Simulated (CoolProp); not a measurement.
Saturation properties of hexamethyldisiloxane (MM).

Values from CoolProp's reference Helmholtz-energy equation of state, Thol 2016.

| T (°C) | p (kPa) | liquid density (kg/m³) | enthalpy of vaporisation (kJ/kg) | surface tension (mN/m) |
|---|---|---|---|---|
| -27.65 | 0.1855 | 813.9 | 252.7 | 20.2 |
| -19.25 | 0.3591 | 805.3 | 248.9 | 19.5 |
| -10.85 | 0.6604 | 796.7 | 245.0 | 18.7 |
| -2.45 | 1.160 | 788.1 | 241.2 | 17.9 |
| 5.95 | 1.953 | 779.4 | 237.4 | 17.1 |
| 14.35 | 3.169 | 770.7 | 233.7 | 16.4 |
| 22.85 | 4.995 | 761.8 | 229.8 | 15.6 |
| 31.25 | 7.594 | 752.9 | 226.0 | 14.9 |
| 39.65 | 11.23 | 743.9 | 222.2 | 14.1 |
| 48.05 | 16.18 | 734.8 | 218.4 | 13.4 |

It boils at 100.5 °C under 1 atm.

Surface tension comes from a separate correlation (Mulero 2014), older than this fluid's equation and unchecked against measurements.
